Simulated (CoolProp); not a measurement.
n-dodecane along the isotherm 346.85 °C: fugacity coefficient from the reference equation and from simpler models built on Tc = 385.0 °C, pc = 1818 kPa, ω = 0.574; each cubic takes its own stable root.

The numbers come from the reference Helmholtz-energy equation of state, Lemmon 2004 in CoolProp. It is a short technical equation, of lower accuracy than the large ones.

```
p (kPa)   phase  reference  Redlich-Kwong  Soave-Redlich-Kwong  Peng-Robinson
-------  ------  ---------  -------------  -------------------  -------------
28.7        gas     0.9920         0.9936               0.9933         0.9926
46.4        gas     0.9871         0.9897               0.9891         0.9881
75          gas     0.9791         0.9834               0.9824         0.9807
121         gas     0.9665         0.9732               0.9716         0.9690
196         gas     0.9459         0.9567               0.9542         0.9500
316         gas     0.9135         0.9305               0.9264         0.9199
511         gas     0.8617         0.8882               0.8815         0.8717
826         gas     0.7797         0.8203               0.8093         0.7949
1330     liquid     0.5908         0.6995               0.6319         0.6130
2160     liquid     0.3872         0.4697               0.4213         0.4051
3480     liquid     0.2644         0.3305               0.2944         0.2794
5630     liquid     0.1898         0.2466               0.2182         0.2030
9090     liquid     0.1481         0.2021               0.1776         0.1605
```
